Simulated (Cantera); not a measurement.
## MgO + CO (carbothermic reduction)

Charge: 1 mol MgO, 9.7 mol CO, equilibrated at 940000 Pa.

These are equilibrium values from Cantera (NASA tables, ideal gas, pure condensed phases), not measurements of a reactor. Candidate condensed phases: C, Mg, MgCO3, MgO; 15 gas species. The numbers say what is thermodynamically allowed, not how fast it happens.

```json
[
 {"T (K)": "1975", "x CO": "0.999", "x Mg": "0.000500", "x CO2": "0.000500", "x MgO": "1.34e-9", "x O": "3.14e-11", "x Mg2": "3.09e-10", "x O2": "<1e-12", "n MgO(s)": "0.995"},
 {"T (K)": "2025", "x CO": "0.999", "x Mg": "0.000701", "x CO2": "0.000701", "x MgO": "3.57e-9", "x O": "9.82e-11", "x Mg2": "5.69e-10", "x O2": "<1e-12", "n MgO(s)": "0.993"},
 {"T (K)": "2075", "x CO": "0.998", "x Mg": "0.000966", "x CO2": "0.000966", "x MgO": "9.10e-9", "x O": "2.90e-10", "x Mg2": "1.02e-9", "x O2": "<1e-12", "n MgO(s)": "0.991"},
 {"T (K)": "2125", "x CO": "0.997", "x Mg": "0.00131", "x CO2": "0.00131", "x MgO": "2.22e-8", "x O": "8.15e-10", "x Mg2": "1.76e-9", "x O2": "2.29e-12", "n MgO(s)": "0.987"},
 {"T (K)": "2175", "x CO": "0.996", "x Mg": "0.00175", "x CO2": "0.00175", "x MgO": "5.18e-8", "x O": "2.18e-9", "x Mg2": "2.97e-9", "x O2": "8.43e-12", "n MgO(s)": "0.983"},
 {"T (K)": "2225", "x CO": "0.995", "x Mg": "0.00231", "x CO2": "0.00231", "x MgO": "1.16e-7", "x O": "5.58e-9", "x Mg2": "4.88e-9", "x O2": "2.93e-11", "n MgO(s)": "0.978"},
 {"T (K)": "2275", "x CO": "0.994", "x Mg": "0.00301", "x CO2": "0.00301", "x MgO": "2.52e-7", "x O": "1.37e-8", "x Mg2": "7.82e-9", "x O2": "9.61e-11", "n MgO(s)": "0.971"},
 {"T (K)": "2325", "x CO": "0.992", "x Mg": "0.00388", "x CO2": "0.00388", "x MgO": "5.29e-7", "x O": "3.24e-8", "x Mg2": "1.23e-8", "x O2": "2.99e-10", "n MgO(s)": "0.962"},
 {"T (K)": "2375", "x CO": "0.990", "x Mg": "0.00493", "x CO2": "0.00493", "x MgO": "1.07e-6", "x O": "7.37e-8", "x Mg2": "1.88e-8", "x O2": "8.89e-10", "n MgO(s)": "0.952"},
 {"T (K)": "2425", "x CO": "0.988", "x Mg": "0.00621", "x CO2": "0.00621", "x MgO": "2.11e-6", "x O": "1.62e-7", "x Mg2": "2.84e-8", "x O2": "2.52e-9", "n MgO(s)": "0.939"},
 {"T (K)": "2475", "x CO": "0.985", "x Mg": "0.00775", "x CO2": "0.00775", "x MgO": "4.05e-6", "x O": "3.45e-7", "x Mg2": "4.19e-8", "x O2": "6.85e-9", "n MgO(s)": "0.924"}
]
```
x: gas mole fraction; n: condensed amount in mol.

From 1975 K to 2475 K the condensed part is MgO(s). The main Mg-bearing gas is Mg throughout. The share of Mg in condensed phases is highest at 1975 K (99.5 %) and lowest at 2475 K (92.4 %).
